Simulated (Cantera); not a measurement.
An isothermal, constant-pressure homogeneous reactor starts with 6.67 % NO, 93.3 % N₂, at 1750 K and 1.01 bar.

Computed with Cantera and GRI-Mech 3.0 (53 species, 325 reactions).

x: mole fraction; the columns are a selection and need not sum to one.

| t (s) | x NO | x O | x O₂ | x N₂ | x N₂O | x NO₂ |
|---|---|---|---|---|---|---|
| 2.00e-6 | 0.0667 | 1.30e-9 | <1e-12 | 0.933 | 1.31e-9 | 1.20e-11 |
| 8.60e-6 | 0.0667 | 5.45e-9 | <1e-12 | 0.933 | 5.64e-9 | 2.17e-10 |
| 3.70e-5 | 0.0667 | 2.08e-8 | 1.05e-11 | 0.933 | 2.42e-8 | 3.65e-9 |
| 0.000159 | 0.0667 | 6.02e-8 | 1.50e-10 | 0.933 | 1.02e-7 | 4.72e-8 |
| 0.000684 | 0.0667 | ___ | ___ | 0.933 | ___ | ___ |
| 0.00294 | 0.0667 | 4.86e-7 | 4.78e-8 | 0.933 | 1.20e-6 | 2.13e-6 |
| 0.0126 | 0.0666 | ___ | ___ | 0.933 | 1.82e-6 | ___ |
| 0.0544 | 0.0666 | 2.10e-6 | 3.07e-5 | 0.933 | 1.84e-6 | 1.11e-5 |
| 0.234 | 0.0663 | 2.26e-6 | 0.000157 | 0.934 | 1.83e-6 | 1.19e-5 |
| 1.01 | 0.0652 | 2.85e-6 | 0.000699 | 0.934 | 1.77e-6 | 1.49e-5 |
| 4.33 | 0.0607 | 4.52e-6 | 0.00294 | 0.936 | 1.54e-6 | 2.22e-5 |
| 18.6 | 0.0454 | 7.90e-6 | 0.0106 | 0.944 | 8.95e-7 | 2.92e-5 |
| 80.0 | 0.0173 | 1.18e-5 | 0.0247 | 0.958 | 2.06e-7 | 1.67e-5 |

Task: Fill in the missing entries.

Result: 
- 0.000684, x O: 1.38e-7
- 0.000684, x O₂: 1.87e-9
- 0.000684, x N₂O: 3.99e-7
- 0.000684, x NO₂: 3.61e-7
- 0.0126, x O: 1.69e-6
- 0.0126, x O₂: 2.49e-6
- 0.0126, x NO₂: 8.74e-6
